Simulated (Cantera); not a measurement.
Feed: 1 mol MgCl₂, 9.8 mol H₂, at 1327 °C and 188 Torr.

Cantera equilibrium calculation (NASA polynomials, part measured and part estimated; ideal gas, pure solids and liquids). Candidate condensed phases: Mg, MgCl₂; 10 gas species. The tables' values for MgH are old estimates; treat these amounts as uncertain. Rates play no part.

Base state: H₂ 0.899, MgCl₂ 0.0876, HCl 0.00873, Mg 0.00415, MgCl 0.000393, H 0.000103, MgH 2.25e-5 (mole fractions); condensed: gas only.

What changes in the equilibrium state with this change: temperature from 1327 °C to 975 °C?


```csv
species,before,after
H₂,0.899,0.929
MgCl₂,0.0876,0.0694
HCl,0.00873,0.000706
H,0.000103,9.00e-7
MgCl,0.000393,2.05e-5
MgH,2.25e-5,1.23e-6
Mg,0.00415,0.000341
"MgCl₂(l), mol",0,0.264
```
